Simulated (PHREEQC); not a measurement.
A column of 0.2 m (40 cells, dispersivity 0.007 m, 3600 s a shift, diffusion coefficient 3e-10 m²/s) holds 0.0013 eq of the database's cation exchanger X per kg of pore water, first in equilibrium with 0.025 mol CaCl2, 0.013 mol NaCl, 0.021 mol SrCl2 and 1e-05 mol HCl per kg of water. It is flushed with 0.00054 mol CuCl2, 0.00052 mol KBr and 1e-05 mol HCl per kg of water, at 40 °C. Values are for the last cell. No CO2 enters from the air. Nothing may precipitate in this run.

Equilibrium calculation in PHREEQC: ion-association model, phreeqc.dat.

Task: Predict K in solution (mol/kgw), Cu in solution (mol/kgw) at pore volumes = 0, 1.137, 1.512, 2.763, 3.513.

Result: 
```csv
pore volumes,K in solution (mol/kgw),Cu in solution (mol/kgw)
0,0,0
1.137,0.000348,0.000290
1.512,0.000445,0.000247
2.763,0.000513,0.000357
3.513,0.000517,0.000452
```

Species that the database lacks are ignored. Constants without temperature data keep their 25 °C values here.
